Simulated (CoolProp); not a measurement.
Properties of fluoroethane (R161) along the isotherm 405.7 K (Tc = 375.2 K, pc = 5.010 MPa, ω = 0.216).

Computed with CoolProp (reference Helmholtz-energy equation of state, Wu 2012).

```
p (MPa)  phase  cp (kJ/(kg K))  cv (kJ/(kg K))  expansivity (1/kK)
-------  -----  --------------  --------------  ------------------
0.0158     gas           1.563           1.389               2.472
0.036      gas      (withheld)           1.389               2.481
0.0819     gas           1.567           1.391               2.501
0.186      gas      (withheld)           1.393               2.549
0.424      gas      (withheld)      (withheld)               2.663
0.965      gas           1.638           1.416               2.955
2.2        gas           1.777           1.460               3.847
5          gas           2.539           1.619               8.850
```

Problem. Some entries are withheld; supply them.

Solution. 
- 0.036, cp (kJ/(kg K)): 1.564
- 0.186, cp (kJ/(kg K)): 1.575
- 0.424, cp (kJ/(kg K)): 1.592
- 0.424, cv (kJ/(kg K)): 1.400
